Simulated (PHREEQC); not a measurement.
A solution holds 0.065 mol HF, 0.00027 mol (CH3)4NF and 0.00045 mol H2SiF6 per kg of water, at 25 °C. Closed to the air; pH follows from the charge balance.

Computed with PHREEQC (ion-association model, wateq4f.dat).

| quantity | before | after |
|---|---|---|
| pH | 2.19 | 3.05 |
| ionic strength (mol/kgw) | 0.00766 | 0.00135 |
| HF (mol/kgw) | 0.0466 | 0.00117 |
| H2F2 (mol/kgw) | 0.00568 | 3.54e-6 |
| F- (mol/kgw) | 0.00535 | 0.000903 |
| HF2- (mol/kgw) | 0.000959 | 4.04e-6 |

Q: Name the change that produced these shifts.
A) H2SiF6 left out
B) temperature from 25 to 85 °C
C) diluted 100-fold with water
D) HF left out

A: D, HF left out

Precipitation was switched off in this run. Some of these states are supersaturated (in Quartz (slow to form), for instance). (CH3)4N+ isn't in the database: it is added as a free cation with an ion size of 4 Å. wateq4f.dat counts part of the HF as a dimer, H2F2, which phreeqc.dat doesn't know; its constant is uncertain. SiF6-2 is the database's only silicon fluoride.
